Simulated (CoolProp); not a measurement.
Properties of R152A along the isotherm 287.5 K (Tc = 386.4 K, pc = 4.517 MPa, ω = 0.275).

Computed with CoolProp (reference Helmholtz-energy equation of state, Outcalt 1996). It is a modified Benedict-Webb-Rubin equation, recast in Helmholtz form.

```tsv
p (MPa)	phase	density (kg/m³)	Joule-Thomson coefficient (K/MPa)	isothermal compressibility (1/MPa)	conductivity (mW/(m K))	Prandtl number	fugacity coefficient
0.484	liquid	925.9	-0.1490	0.003427	106	3.02	0.7988
0.968	liquid	927.4	-0.1544	0.003368	106	3.03	0.4052
1.45	liquid	928.9	-0.1596	0.003311	107	3.04	0.2744
1.94	liquid	930.4	-0.1647	0.003256	107	3.04	0.2081
2.42	liquid	931.9	-0.1695	0.003203	107	3.05	0.1692
2.9	liquid	933.3	-0.1742	0.003153	108	3.06	0.1432
3.39	liquid	934.7	-0.1788	0.003103	108	3.06	0.1243
3.87	liquid	936.1	-0.1832	0.003056	108	3.07	0.1105
4.36	liquid	937.5	-0.1875	0.003010	109	3.07	0.09947
4.84	liquid	938.8	-0.1916	0.002966	109	3.08	0.09088
5.32	liquid	940.2	-0.1956	0.002924	109	3.09	0.08386
5.81	liquid	941.5	-0.1996	0.002882	110	3.09	0.07790
6.29	liquid	942.8	-0.2033	0.002843	110	3.10	0.07297
6.78	liquid	944.1	-0.2071	0.002803	110	3.11	0.06868
```

Viscosity comes from a separate model (Bell 2016), an estimate that may be off by 10 % or more. Thermal conductivity comes from a separate model (Krauss 1996).
